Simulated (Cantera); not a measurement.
Cantera run:

```python
import numpy as np
import cantera as ct

gas_names = """
    CL CL2 H HCL H2 Si SiCL SiCL2 SiCL3 SiCL4 SiH SiHCL3 SiH2 SiH2CL2 SiH3 SiH3CL SiH4 Si2 Si3
""".split()
cond_names = """
    Si(cr) Si(L)
""".split()


def load(file, names, dense=False):
    # The tables refer to 1 bar. Condensed volumes are neglected.
    table = {s.name: s for s in ct.Species.list_from_file(file)}
    out = []
    for n in names:
        d = dict(table[n].input_data)
        d["thermo"] = dict(d["thermo"], **{"reference-pressure": 1e5})
        if dense:
            d["equation-of-state"] = {"model": "constant-volume", "density": "1e6 g/cm^3"}
        out.append(ct.Species.from_dict(d))
    return out


gas = ct.Solution(thermo="ideal-gas", species=load("nasa_gas.yaml", gas_names))
cond = {s.name: ct.Solution(thermo="fixed-stoichiometry", species=[s], name=s.name)
        for s in load("nasa_condensed.yaml", cond_names, dense=True)}
atoms = {
    'Si': {'Si': 1},
    'HCl': {'H': 1, 'CL': 1},
    'H2': {'H': 2},
}
top_T = {}  # K; cautious upper limits of use, not melting points


def equilibrate(T, P, feed):
    n = {}
    for name, mol in feed.items():
        for a, k in atoms[name].items():
            n[a] = n.get(a, 0.0) + k * mol
    gas.TPX = T, P, n
    mass = sum(n.values()) * gas.mean_molecular_weight
    gas.equilibrate("TP")
    valid = [c for c in cond.values() if c.min_temp <= T <= top_T.get(c.name, c.max_temp)]
    mix = ct.Mixture([(gas, mass / gas.mean_molecular_weight)] + [(c, 0.0) for c in valid])
    mix.T, mix.P = T, P
    mix.equilibrate("TP", solver="vcs", rtol=1e-11, max_steps=5000)
    return mix


results = []
feed = {'Si': 1, 'HCl': 1.8, 'H2': 13}  # mol
T = 950  # K
P = 13332.2  # Pa
mix = equilibrate(T, P, feed)
results.append((T, P, feed, dict(zip(mix.species_names, mix.species_moles))))
print(gas.report(threshold=0.001))
for i in range(1, mix.n_phases):
    print(f"{mix.phase(i).name:16s} {mix.phase_moles(i):12.5e} mol")
```

Result:

```
       temperature   950 K
          pressure   13332 Pa
           density   0.012344 kg/m^3
  mean mol. weight   7.3133 kg/kmol
   phase of matter   gas

                          1 kg             1 kmol
                     ---------------   ---------------
          enthalpy             68573        5.0149e+05  J
   internal energy       -1.0115e+06       -7.3972e+06  J
           entropy             26319        1.9248e+05  J/K
    Gibbs function       -2.4935e+07       -1.8235e+08  J
 heat capacity c_p            4441.3             32481  J/K
 heat capacity c_v            3304.4             24166  J/K

                      mass frac. Y      mole frac. X     chem. pot. / RT
                     ---------------   ---------------   ---------------
               HCL          0.042155          0.008456           -42.624
                H2           0.26441           0.95918           -19.436
             SiCL4           0.48003          0.020664           -135.18
            SiHCL3           0.19908          0.010749              -112
     [  +15 minor]          0.014331        0.00095461

Si(cr)            5.35860e-01 mol
```

These are equilibrium values from Cantera (NASA tables, ideal gas, pure condensed phases), not measurements of a reactor. The tables' values for SiCl3 are old estimates; treat these amounts as uncertain.
